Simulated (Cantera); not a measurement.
A perfectly stirred reactor is fed with H₂ : O₂ : N₂ = 0.064 : 1 : 0.34 (molar parts), equivalence ratio 0.032, at 10.00 Torr; it is held at 1225 K, and followed from long to short residence time.

Cantera simulation using the H2/O2 subset of GRI-Mech 3.0, which has no nitrogen chemistry; the numbers are that mechanism's predictions, not measurements. Radical loss at walls, strong at low pressure, is not modelled. The temperature is held fixed by assumption; the heat of reaction is taken as removed at once.

What does this change do: pressure from 10.00 Torr to 20.0 Torr?


| quantity | before | after |
|---|---|---|
| x(H₂) at τ = 1.50 s | 0.000144 | 8.76e-5 |
| x(O₂) at τ = 1.50 s | 0.703 | 0.704 |
| x(OH) at τ = 1.50 s | 0.00105 | 0.000668 |
| x(H₂O₂) at τ = 1.50 s | 5.41e-8 | 7.79e-8 |
| x(HO₂) at τ = 1.50 s | 1.14e-6 | 1.39e-6 |
| x(H₂) at τ = 19.0 ms | 0.00164 | 0.00113 |
| x(O₂) at τ = 19.0 ms | 0.685 | 0.693 |
| x(OH) at τ = 19.0 ms | 0.00330 | 0.00258 |
| x(H₂O₂) at τ = 19.0 ms | 9.06e-8 | 1.70e-7 |
| x(HO₂) at τ = 19.0 ms | 2.58e-6 | 4.56e-6 |

What does this change do: temperature 1225 to 1423 K?


| quantity | before | after |
|---|---|---|
| x(H₂) at τ = 1.50 s | 0.000144 | 0.000157 |
| x(O₂) at τ = 1.50 s | 0.703 | 0.701 |
| x(OH) at τ = 1.50 s | 0.00105 | 0.00222 |
| x(H₂O₂) at τ = 1.50 s | 5.41e-8 | 2.22e-8 |
| x(HO₂) at τ = 1.50 s | 1.14e-6 | 6.43e-7 |
| x(H₂) at τ = 19.0 ms | 0.00164 | 0.00119 |
| x(O₂) at τ = 19.0 ms | 0.685 | 0.679 |
| x(OH) at τ = 19.0 ms | 0.00330 | 0.00542 |
| x(H₂O₂) at τ = 19.0 ms | 9.06e-8 | 4.30e-8 |
| x(HO₂) at τ = 19.0 ms | 2.58e-6 | 1.42e-6 |
